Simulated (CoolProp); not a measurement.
Saturated liquid density (kg/m³) of R11: the reference equation beside estimates from Tc = 198.0 °C, pc = 44.08 bar, ω = 0.189. Rackett uses Z = 0.29056 − 0.08775 ω.

Model: reference Helmholtz-energy equation of state, Jacobsen 1992, in CoolProp.

```csv
T (°C),reference,Rackett,van der Waals,Redlich-Kwong,Soave-Redlich-Kwong,Peng-Robinson
55.35,1401,1416,884.4,1283,1318,1493
57.45,1396,1410,(withheld),1277,1313,1487
59.65,1390,1405,877.3,1270,1306,1480
61.75,1384,1399,873.8,1264,1300,1473
63.95,1379,1393,870.1,1258,1294,1466
66.05,1373,1387,866.6,1251,1288,1460
68.15,1367,1382,863.0,1245,1282,1453
70.35,1361,1376,859.2,1238,1275,1446
72.45,1356,1370,855.6,1232,1269,1439
74.65,1350,1364,851.7,(withheld),1263,1431
76.75,1344,1358,848.0,1218,1256,1424
78.85,1338,1352,844.3,1211,1250,1417
81.05,1332,1346,840.3,1204,1243,1409
83.15,1326,1340,(withheld),1197,1236,1402
85.35,1319,1333,832.4,1190,1229,1394
```

Q: Fill in the missing entries.

A: 
- 57.45, van der Waals: 880.9
- 74.65, Redlich-Kwong: 1225
- 83.15, van der Waals: 836.4

Absolute difference from the reference over all 15 rows, mean and median: Rackett 1.1 and 1.1 %, van der Waals 36.9 and 36.9 %, Redlich-Kwong 9.1 and 9.0 %, Soave-Redlich-Kwong 6.3 and 6.3 %, Peng-Robinson 6.2 and 6.2 %.
